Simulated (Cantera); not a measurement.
Feed: 1 mol borazine, 27 mol N2, held at 10.0 Torr.

Cantera equilibrium calculation (NASA polynomials, part measured and part estimated; ideal gas, pure solids and liquids). Candidate condensed phases: B, BN; 15 gas species. The feed counts by its element totals alone. Rates play no part. All values below are at 1150 °C.

Base state: N2 0.900, H2 0.1000, H 1.82e-5 (mole fractions); condensed: BN(s).

Question: What changes in the equilibrium state with this change: borazine replaced by BF3?

Answer: 
```tsv
species	before	after
N2	0.900	0.964
BF3	0	0.0357
H2	0.1000	0
H	1.82e-5	0
BN(s), mol	3.00	0
```
